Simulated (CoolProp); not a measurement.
The numbers come from the reference Helmholtz-energy equation of state, Thol 2016 in CoolProp.

### Question
For hexamethyldisiloxane (MM), give the phase and the Z, cp (kJ/(kg K)), speed of sound (m/s), isothermal compressibility (1/MPa) at 546.8 K and 3.86 MPa; 546.8 K and 7.08 MPa.

### Answer
- 546.8 K and 3.86 MPa: supercritical; Z 0.348, cp 2.91, speed of sound 159, isothermal compressibility 0.135
- 546.8 K and 7.08 MPa: supercritical; Z 0.530, cp 2.54, speed of sound 290, isothermal compressibility 0.0297
